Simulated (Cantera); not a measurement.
Input: 1 mol Cr, 1.2 mol N2, at 9.30 mbar.

Cantera equilibrium calculation (NASA polynomials, part measured and part estimated; ideal gas, pure solids and liquids). Candidate condensed phases: Cr, CrN, Cr2N; 4 gas species. Kinetics and transport are ignored.

x: gas mole fraction; n: condensed amount in mol.

| T (K) | x N2 | x Cr | x N | x CrN | n Cr(s) |
|---|---|---|---|---|---|
| 2000 | 0.877 | 0.123 | ___ | 1.14e-7 | 0.832 |
| 2100 | 0.643 | 0.357 | ___ | 3.80e-7 | 0.334 |
| 2200 | 0.545 | 0.455 | ___ | 5.83e-7 | 0 |
| 2300 | 0.545 | 0.455 | ___ | 7.44e-7 | 0 |
| 2400 | 0.545 | 0.455 | ___ | 9.29e-7 | 0 |
| 2500 | 0.545 | 0.455 | ___ | 1.14e-6 | 0 |
| 2600 | 0.545 | 0.455 | ___ | 1.37e-6 | 0 |

Q: Complete the blanks.

A: 
- 2000, x N: 8.76e-9
- 2100, x N: 2.97e-8
- 2200, x N: 9.54e-8
- 2300, x N: 2.99e-7
- 2400, x N: 8.53e-7
- 2500, x N: 2.24e-6
- 2600, x N: 5.46e-6
